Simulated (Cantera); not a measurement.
Charge: 1 mol MgF2, 1.3 mol H2O, 22 mol H2, held at 128 Torr.

These are equilibrium values from Cantera (NASA tables, ideal gas, pure condensed phases), not measurements of a reactor. Candidate condensed phases: H2O, Mg, MgF2, MgO, Mg(OH)2; 31 gas species. The tables' values for MgH are old estimates; treat these amounts as uncertain. Rates play no part. All values below are at 2075 K.

Base state: H2 0.882, HF 0.0699, H2O 0.0271, Mg 0.00817, H 0.00607, MgF2 0.00462, MgF 0.00210, MgOH 5.48e-5 (mole fractions); condensed: MgO(s).

### Question
What changes in the equilibrium state with this change: H2O from 1.3 to 1.7 mol?

### Answer
| species | before | after |
|---|---|---|
| H2 | 0.882 | 0.873 |
| HF | 0.0699 | 0.0719 |
| H2O | 0.0271 | 0.0387 |
| Mg | 0.00817 | 0.00567 |
| MgH | 5.13e-5 | 3.54e-5 |
| OH | 2.13e-5 | 3.05e-5 |
| MgO(s), mol | 0.631 | 0.734 |
